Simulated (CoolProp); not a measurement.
A single-stage vapour-compression cycle with cis-2-butene: evaporating at 282.15 K (dew point), condensing at 347.15 K (bubble point), superheat 8 K, subcooling 5 K, compressor efficiency 0.85, no pressure losses. Each further row changes one setting.

Computed with CoolProp (reference Helmholtz-energy equation of state, Lemmon 2005). It is a short technical equation, of lower accuracy than the large ones.

```tsv
case	cooling COP	pressure ratio	discharge temperature (K)	refrigerating effect (kJ/kg)	volumetric capacity (kJ/m³)
as stated	2.90	6.58	364.4	281	842
evaporating temperature 287.15 K	3.27	5.50	(withheld)	(withheld)	(withheld)
condensing temperature 342.15 K	3.24	5.85	359.4	294	880
subcooling 10 K	3.03	6.58	364.4	294	880
superheat 18 K	2.94	6.58	(withheld)	296	853
compressor efficiency 0.75	(withheld)	6.58	(withheld)	281	842
```

Question: What belongs in the gaps?

Answer: 
- evaporating temperature 287.15 K, discharge temperature (K): 362.9
- evaporating temperature 287.15 K, refrigerating effect (kJ/kg): 287
- evaporating temperature 287.15 K, volumetric capacity (kJ/m³): 1020
- superheat 18 K, discharge temperature (K): 374.3
- compressor efficiency 0.75, cooling COP: 2.56
- compressor efficiency 0.75, discharge temperature (K): 371.1
